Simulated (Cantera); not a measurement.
A closed system holds: 1 mol SiHCl3, 300 mol N2, equilibrated at 852 °C and 4.43 Torr.

Equilibrium computed with Cantera from the NASA thermochemical tables; the gas is ideal and each condensed phase is pure. Candidate condensed phases: NH4Cl, Si, Si3N4; 28 gas species. N2 is the only nitrogen source here; it is nearly inert below about 1500 K, so the nitride shown seldom forms there in practice. The tables' values for SiCl3 are old estimates; treat these amounts as uncertain. Rates play no part.

Base state: N2 0.995, HCl 0.00322, SiCl4 0.00163, SiCl3 5.75e-5, H2 4.83e-5, SiCl2 2.50e-5 (mole fractions); condensed: Si3N4(s).

**Question.** What changes in the equilibrium state with this change: SiHCl3 replaced by SiH4?

**Answer.** 
```csv
species,before,after
N2,0.995,0.993
H2,4.83e-5,0.00664
HCl,0.00322,0
SiCl4,0.00163,0
SiCl3,5.75e-5,0
SiCl2,2.50e-5,0
"Si3N4(s), mol",0.162,0.333
```

**Question.** What changes in the equilibrium state with this change: SiHCl3 replaced by Si2H6?

**Answer.** 
```tsv
species	before	after
N2	0.995	0.990
H2	4.83e-5	0.00994
HCl	0.00322	0
SiCl4	0.00163	0
SiCl3	5.75e-5	0
SiCl2	2.50e-5	0
Si3N4(s), mol	0.162	0.667
```
The feed counts by its element totals alone.
